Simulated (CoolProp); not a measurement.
Saturation properties of methanol.

The numbers come from the reference Helmholtz-energy equation of state, de Reuck 1993 in CoolProp.

```json
[
 {"T (K)": "371.4", "p (kPa)": "334.7", "liquid density (kg/m³)": "712.9", "liquid viscosity (µPa s)": "227"},
 {"T (K)": "375.2", "p (kPa)": "…", "liquid density (kg/m³)": "708.6", "liquid viscosity (µPa s)": "218"},
 {"T (K)": "378.9", "p (kPa)": "422.6", "liquid density (kg/m³)": "704.4", "liquid viscosity (µPa s)": "…"},
 {"T (K)": "382.6", "p (kPa)": "472.4", "liquid density (kg/m³)": "…", "liquid viscosity (µPa s)": "203"},
 {"T (K)": "386.3", "p (kPa)": "526.8", "liquid density (kg/m³)": "695.7", "liquid viscosity (µPa s)": "196"},
 {"T (K)": "390", "p (kPa)": "…", "liquid density (kg/m³)": "…", "liquid viscosity (µPa s)": "189"},
 {"T (K)": "393.7", "p (kPa)": "650.8", "liquid density (kg/m³)": "686.6", "liquid viscosity (µPa s)": "182"},
 {"T (K)": "397.4", "p (kPa)": "…", "liquid density (kg/m³)": "681.9", "liquid viscosity (µPa s)": "176"},
 {"T (K)": "401.1", "p (kPa)": "797.0", "liquid density (kg/m³)": "677.2", "liquid viscosity (µPa s)": "…"}
]
```

Q: Some entries are withheld; supply them.

A: 
- 375.2, p (kPa): 377.2
- 378.9, liquid viscosity (µPa s): 210
- 382.6, liquid density (kg/m³): 700.1
- 390, p (kPa): 586.2
- 390, liquid density (kg/m³): 691.2
- 397.4, p (kPa): 720.9
- 401.1, liquid viscosity (µPa s): 170

It boils at 337.6 K under 1 atm.

Viscosity comes from a separate model (Xiang 2006).
